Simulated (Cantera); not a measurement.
Charge: 1 mol borazine, 4.8 mol H2O, at 650 °C and 14.0 Pa.

Equilibrium computed with Cantera from the NASA thermochemical tables; the gas is ideal and each condensed phase is pure. Candidate condensed phases: B, BN, B2O3, B3O3H3, H2O; 39 gas species. The feed counts by its element totals alone. Equilibrium is a limit: real reactors are often held back by kinetics, nucleation or transport.

Base state: H2 0.806, N2 0.161, H2O 0.0322, HBO2 6.90e-5 (mole fractions); condensed: B2O3(l).

Question: What changes in the equilibrium state with this change: temperature from 650 °C to 2150 °C?

Answer: 
```tsv
species	before	after
H	1.87e-8	0.551
H2	0.806	0.135
BO	<1e-9	0.124
O	<1e-9	0.0323
BO2	<1e-9	0.0169
OH	<1e-9	0.0119
HBO2	6.90e-5	0.0182
H2O	0.0322	0.0154
N2	0.161	0.0849
B2O3	<1e-9	0.00393
O2	<1e-9	0.00152
HBO	2.68e-9	0.00298
NO	<1e-9	0.000559
B2O3(l), mol	1.50	0
```
